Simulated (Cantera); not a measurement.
Charge: 1 mol Si₃N₄, 1.8 mol HCl, 1.4 mol N₂, 610 mol H₂, equilibrated at 2100 K and 6.00 Pa.

Equilibrium computed with Cantera from the NASA thermochemical tables; the gas is ideal and each condensed phase is pure. Candidate condensed phases: NH₄Cl, Si, Si₃N₄; 28 gas species. Kinetics and transport are ignored.

Base state: H₂ 0.662, H 0.327, N₂ 0.00460, Si 0.00404, HCl 0.00178, Cl 0.000649, SiH 1.38e-5 (mole fractions); condensed: gas only.

Q: What changes in the equilibrium state with this change: temperature from 2100 K to 1275 K?

A: 
```csv
species,before,after
H₂,0.662,0.993
N₂,0.00460,0.00423
HCl,0.00178,0.00289
H,0.327,9.48e-5
Si,0.00404,3.21e-7
SiCl₂,1.87e-8,2.17e-5
Cl,0.000649,2.34e-7
SiH,1.38e-5,2.37e-8
"Si(s), mol",0,1.79
"Si₃N₄(s), mol",0,0.399
```
Mutual solubility and eutectic melting of coexisting phases are not modelled.
